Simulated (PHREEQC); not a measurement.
# Buffer

Consider water at 27 °C with 0.037 mol/kgw H3BO3 and 0.00013 mol/kgw Na2CO3. Closed to the air; pH follows from the charge balance.

The numbers come from PHREEQC with the Pitzer model, pitzer.dat.

No solid was allowed to form.

**Question.** Estimate the pH.

**Answer.** pH 6.84.

**Question.** In which forms is C present?

**Answer.** HCO3- 77 %, CO2 23 % of the C.

Species that the database lacks are ignored.
